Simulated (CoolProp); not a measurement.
Vapour-liquid equilibrium of hydrogen chloride (1) + propane (2) at 282.4 K; x and y are mole fractions of (1).

The numbers come from the multi-fluid Helmholtz-energy mixture model, Thol 2018 and Lemmon 2009; pair parameters Bell 2016 in CoolProp.

**Question.** Give the bubble pressure and the first vapour's composition at x = 0.2, 0.65, 0.95. Is there an azeotrope?

**Answer.** x = 0.2: 14.46 bar, y = 0.584; x = 0.65: 26.09 bar, y = 0.834; x = 0.95: 31.85 bar, y = 0.969. No azeotrope shows between x = 0.05 and 0.95.

Pair parameters are fitted to limited data, so mixtures are less certain than the pure fluids.
